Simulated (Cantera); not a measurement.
What does this Cantera script print?

```python
import numpy as np
import cantera as ct

gas_names = """
    C CO CO2 C2 C2O C3 C3O2 C4 C5 O O2 O3 Ti TiO TiO2
""".split()
cond_names = """
    C(gr) Ti(a) Ti(b) Ti(L) TiC(s) TiC(L) TiO(a) TiO(b) TiO(L) TiO2(ru) TiO2(L) Ti2O3(a) Ti2O3(b)
    Ti2O3(L) Ti3O5(a) Ti3O5(b) Ti3O5(L) Ti4O7(s) Ti4O7(L)
""".split()


# ... load() reads the species with a 1 bar reference pressure and builds the phases ...
atoms = {
    'TiO2': {'Ti': 1, 'O': 2},
    'CO': {'C': 1, 'O': 1},
}
top_T = {'C(gr)': 4500}  # K; cautious upper limits of use, not melting points


# ... equilibrate(T, P, feed) seeds the gas with the atoms and calls Mixture.equilibrate('TP', solver="vcs", rtol=1e-11, max_steps=5000) ...
results = []
feed = {'TiO2': 1, 'CO': 13}  # mol
P = 180000  # Pa
for T in [850, 900, 950, 1000, 1050, 1100, 1150, 1200, 1250, 1300, 1350]:
    mix = equilibrate(T, P, feed)
    results.append((T, P, feed, dict(zip(mix.species_names, mix.species_moles))))

top = {s: max(r[3][s] / sum(r[3][g] for g in gas_names) for r in results) for s in gas_names}
cols = sorted((s for s in top if top[s] > 0.001), key=lambda s: -top[s])[:9]
seen = [c for c in cond_names if any(r[3].get(c, 0) > 1e-12 for r in results)]
print("log10 of partial pressures in bar; condensed amounts in mol")
print(f"{'T/K':>10s}" + "".join(f"{s[:9]:>10s}" for s in cols + seen))
for T, P, feed, n in results:
    ng = sum(n[g] for g in gas_names)
    print(f"{T:10.4g}" + "".join(f"{np.log10(max(n[s] / ng * P / 1e5, 1e-99)):10.3f}" for s in cols)
          + "".join(f"{n.get(c, 0):10.4g}" for c in seen))
```

Result:

```
log10 of partial pressures in bar; condensed amounts in mol
       T/K        CO       CO2     C(gr)  TiO2(ru)
       850    -0.574     0.186      5.98         1
       900    -0.314     0.119     5.487         1
       950    -0.108     0.008     4.701         1
      1000     0.044    -0.159     3.617         1
      1050     0.142    -0.385     2.421         1
      1100     0.199    -0.657     1.417         1
      1150     0.227    -0.949    0.7638         1
      1200     0.241    -1.241    0.4017         1
      1250     0.248    -1.521    0.2141         1
      1300     0.251    -1.784    0.1177         1
      1350     0.253    -2.029   0.06718         1
```

Cantera equilibrium calculation (NASA polynomials, part measured and part estimated; ideal gas, pure solids and liquids).
